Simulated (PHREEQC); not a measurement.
Solution (55 °C): 190 mmol/kgw BaBr2. Closed to the air; pH follows from the charge balance.

Computed with PHREEQC (ion-association model, phreeqc.dat).

No solid was allowed to form.

### Question
Estimate the activity of water, specific conductance.

### Answer
activity of water 0.990; specific conductance 54700 µS/cm.

Away from 25 °C the constants follow the database's enthalpies or fits; those with neither stay at their 25 °C values.
